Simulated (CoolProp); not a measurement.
A closed Brayton cycle with dry air: compressor inlet 333.15 K and 2.3 MPa, high pressure 6.61 MPa, turbine inlet 960 K, compressor efficiency 0.85, turbine efficiency 0.85, recuperator effectiveness 0.9 (on enthalpy, no pinch check). Each further row changes one setting.

The numbers come from the reference Helmholtz-energy equation of state, Lemmon 2000 in CoolProp. It is a pseudo-pure fit of the blend.

```csv
case,thermal efficiency (%),net work (kJ/kg),compressor to turbine work,compressor exit (K),turbine exit (K)
as stated,31.4,79.5,0.64,471.0,765.3
turbine inlet 910 K,28.6,67.9,0.67,471.0,723.9
compressor inlet 343.15 K,29.9,75.2,0.66,484.8,765.3
high pressure 5.62 MPa,32.4,73.9,0.61,447.2,792.3
recuperator effectiveness 0.5,21.0,79.5,0.64,471.0,765.3
```
